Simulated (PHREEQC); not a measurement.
A solution holds 1.4 mol NaCl and 2.8 mol CaCl2 per kg of water, at 20 °C. It is in equilibrium with CO2 at log p = -2 (atm). Otherwise closed; pH follows from the charge balance.

The numbers come from PHREEQC with the Pitzer model, pitzer.dat.

| quantity | before | after |
|---|---|---|
| pH | 4.53 | 4.65 |
| HCO3- (mol/kgw) | 1.89e-6 | 2.44e-6 |
| CO3-2 (mol/kgw) | 3.92e-8 | 7.99e-8 |

Name the change that produced these shifts.
A. CaCl2 from 2.8 to 0.28 mol/kgw
B. CaCl2 replaced by MnCl2 at the same molality
C. NaCl left out
D. NaCl from 1.4 to 0.7 mol/kgw
E. NaCl from 1.4 to 2.8 mol/kgw

C, NaCl left out

Precipitation was switched off in this run. In brines, pH and single-ion activities rest on the MacInnes convention.
